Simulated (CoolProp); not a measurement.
Saturation properties of tetrahydrofuran (Tc = 540.2 K, pc = 5.304 MPa, ω = 0.234).

The numbers come from the reference Helmholtz-energy equation of state, Fiedler 2023 in CoolProp.

```
T (K)   p (MPa)  vapour density (kg/m³)  enthalpy of vaporisation (kJ/kg)  liquid cp (kJ/(kg K))
-----  --------  ----------------------  --------------------------------  ---------------------
267.8  0.004762                  0.1546                             466.9                  1.622
282.8   0.01056                  0.3253                             456.4                  1.670
297.9   0.02140                  0.6283                             445.9                  1.723
313     0.04003                   1.125                             435.3                  1.779
328.1   0.07000                   1.891                             424.4                  1.839
343.2    0.1156                   3.015                             413.3                  1.901
358.3    0.1818                   4.600                             401.6                  1.966
373.4    0.2742                   6.765                             389.4                  2.034
388.5    0.3988                   9.648                             376.5                  2.105
403.6    0.5623                   13.41                             362.6                  2.179
418.7    0.7717                   18.26                             347.6                  2.258
433.8     1.034                   24.45                             331.3                  2.345
```

It boils at 339.1 K under 1 atm.
